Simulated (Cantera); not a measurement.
Feed: 1 mol NiS, a varied amount of H2, equilibrated at 1600 K and 10.0 Torr.

Equilibrium computed with Cantera from the NASA thermochemical tables; the gas is ideal and each condensed phase is pure. Candidate condensed phases: Ni, NiS, NiS2, Ni3S2, Ni3S4, S; 9 gas species. Metal and sulfide melt together well below either melting point, which pure phases cannot show. Mutual solubility and eutectic melting of coexisting phases are not modelled. Rates play no part.

### Question
What share of the Ni ends up in condensed phases as a function of n(H2) (mol), at 20, 31, 49, 77, 120, 190, 300, 460, 720, 1100, 1800, 2800?

### Answer
```tsv
n(H2) (mol)	Ni condensed (%)	as
20	99.9	Ni(s) + Ni3S2(l)
31	99.8	Ni(s) + Ni3S2(l)
49	99.7	Ni(s) + Ni3S2(l)
77	99.7	Ni(s)
120	99.5	Ni(s)
190	99.3	Ni(s)
300	98.9	Ni(s)
460	98.4	Ni(s)
720	97.6	Ni(s)
1100	96.4	Ni(s)
1800	94.2	Ni(s)
2800	91.0	Ni(s)
```
